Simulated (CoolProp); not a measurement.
Vapour-liquid equilibrium of R114 (1) + R113 (2) at 32.05 °C; x and y are mole fractions of (1).

Values from CoolProp's multi-fluid Helmholtz-energy mixture model, Platzer 1990 and Marx 1992; pair parameters Bell 2016. This equation is an older, rougher fit; its heat capacities, sound speeds and derivatives of the liquid may be far off and weren't checked against measurements.

Task: Give the bubble pressure and the first vapour's composition at x = 0.05, 0.55, 0.75. Is there an azeotrope?

Result: x = 0.05: 0.6883 bar, y = 0.186; x = 0.55: 1.729 bar, y = 0.837; x = 0.75: 2.144 bar, y = 0.924. No azeotrope shows between x = 0.05 and 0.95.

Pair parameters are fitted to limited data, so mixtures are less certain than the pure fluids.
